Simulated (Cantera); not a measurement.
Predominance diagram of Na at 1050 K against the partial pressures of O₂ and S₂ (log10, bar). Standard-state values (1 bar) from the NASA 1993 polynomials, evaluated with Cantera. Candidates: Na(l), Na₂O(s), Na₂S(s), Na₂SO₄(s). Only these pure phases compete in this equilibrium. Not in the tables: pyrosulfates.

Problem. Which phase is stable at these pairs, and which metal-bearing vapour leads over it? (-18.7, -10.6); (-16, -1.2); (-12, -4.7); (-17.3, -3.5); (-17.3, -11.8); (-10.7, -10.6); (-17.3, -2.4)

Solution. 
| log p(O₂) | log p(S₂) | phase | chief vapour | log p (bar) |
|---|---|---|---|---|
| -18.7 | -10.6 | Na₂S(s) | Na | -5.3 |
| -16 | -1.2 | Na₂SO₄(s) | Na | -8.1 |
| -12 | -4.7 | Na₂SO₄(s) | Na₂SO₄ | -8.8 |
| -17.3 | -3.5 | Na₂S(s) | Na | -7.0 |
| -17.3 | -11.8 | Na₂S(s) | Na | -5.0 |
| -10.7 | -10.6 | Na₂SO₄(s) | Na₂SO₄ | -8.8 |
| -17.3 | -2.4 | Na₂S(s) | Na | -7.3 |
